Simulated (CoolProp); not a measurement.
Saturation properties of sulfur dioxide (Tc = 430.6 K, pc = 78.87 bar, ω = 0.256).

Values from CoolProp's reference Helmholtz-energy equation of state, Gao 2016.

```tsv
T (K)	p (bar)	enthalpy of vaporisation (kJ/kg)	liquid cp (kJ/(kg K))
234	0.2272	___	1.360
249.2	___	401.6	1.358
264.3	___	388.5	1.362
279.4	1.995	374.7	1.371
294.6	3.477	360.0	1.388
309.7	___	344.2	1.412
324.9	8.833	326.9	1.447
340	___	307.9	1.496
355.2	18.86	___	1.567
370.3	___	262.0	1.674
385.5	35.56	232.9	1.854
400.6	47.13	197.0	2.210
```

Task: Complete the blanks.

Result: 
- 234, enthalpy of vaporisation (kJ/kg): 414.4
- 249.2, p (bar): 0.5217
- 264.3, p (bar): 1.067
- 309.7, p (bar): 5.677
- 340, p (bar): 13.13
- 355.2, enthalpy of vaporisation (kJ/kg): 286.4
- 370.3, p (bar): 26.21

It boils at 263.1 K under 1 atm.
